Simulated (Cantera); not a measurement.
Charge: 1 mol SiF₄, 0.25 mol N₂, held at 1748 K and 1000 Pa.

Method: chemical equilibrium by Gibbs-energy minimisation in Cantera with the NASA 1993 tables (ideal gas, pure condensed phases). Candidate condensed phases: Si, Si₃N₄; 16 gas species. The tables' values for SiF₃ are old estimates; treat these amounts as uncertain. Kinetics and transport are ignored.

### Question
What is the equilibrium state?

### Answer
```json
{
 "x(SiF₄)": "0.800",
 "x(N₂)": "0.200",
 "x(F)": "0.000113",
 "x(SiF₃)": "0.000113",
 "gas_amount": "1.250 mol",
 "log10 activity of Si(l) (absent)": "-15.61"
}
```
